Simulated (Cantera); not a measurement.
Feed: 1 mol Si, 1.7 mol H2O, 170 mol H2, at 0.0133 bar.

These are equilibrium values from Cantera (NASA tables, ideal gas, pure condensed phases), not measurements of a reactor. Candidate condensed phases: H2O, Si, SiO2; 18 gas species. Mutual solubility and eutectic melting of coexisting phases are not modelled. The tables hold silica as quartz up to 1696 K and as liquid above; real silica turns to tridymite and cristobalite and melts near 1996 K. The numbers say what is thermodynamically allowed, not how fast it happens.

Which condensed phases are stable at each of these points (T (K)): 1075, 1100, 1125, 1150, 1175, 1200, 1225, 1250, 1275, 1300, 1325, 1350, 1375?


```
T (K)        condensed phases  Si condensed (%)
-----  ----------------------  ----------------
1075   Si(s) + SiO2(β-quartz)             100.0
1100   Si(s) + SiO2(β-quartz)             100.0
1125   Si(s) + SiO2(β-quartz)              99.9
1150   Si(s) + SiO2(β-quartz)              99.8
1175   Si(s) + SiO2(β-quartz)              99.7
1200   Si(s) + SiO2(β-quartz)              99.3
1225   Si(s) + SiO2(β-quartz)              98.6
1250   Si(s) + SiO2(β-quartz)              97.3
1275   Si(s) + SiO2(β-quartz)              94.7
1300   Si(s) + SiO2(β-quartz)              90.2
1325   Si(s) + SiO2(β-quartz)              82.1
1350           SiO2(β-quartz)              70.0
1375           SiO2(β-quartz)              70.0
```

From 1075 K to 1325 K the condensed part is Si(s) + SiO2(β-quartz). From 1350 K to 1375 K the condensed part is SiO2(β-quartz).
